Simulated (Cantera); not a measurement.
Charge: 1 mol CH₃F, 0.11 mol H₂, held at 610 Pa.

Equilibrium computed with Cantera from the NASA thermochemical tables; the gas is ideal and each condensed phase is pure. Candidate condensed phases: C, C₆H₆, C₇H₈, C₈H₁₈; 110 gas species. Ions and electrons are included (thermal ionisation). The numbers say what is thermodynamically allowed, not how fast it happens.

**Question.** At 2727 °C, list the 7 most abundant gas species with their mole fractions, and the condensed phases.

**Answer.** H 0.543, HF 0.294, H₂ 0.0720, C₃ 0.0511, F 0.0137, C 0.00831, C₂H 0.00580. Condensed: C(graphite).
